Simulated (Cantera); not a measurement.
Source: NASA polynomial tables (part measured, part estimated), evaluated in Cantera. Values are per mole of reaction as written; species without (g) are pure solids or liquids, kept so even where they would boil at 1 bar.

a) Pb + I2(g) ⇌ PbI2(g)
b) Mg + I2(g) ⇌ MgI2
c) 0.6667 Al + I2(g) ⇌ 0.6667 AlI3(g)
d) H2(g) + I2(g) ⇌ 2 HI(g)

Question: Order these by ΔG° at 1350 K, most negative first.

Answer: b (-236 kJ), c (-145 kJ), a (-97 kJ), d (-33 kJ)
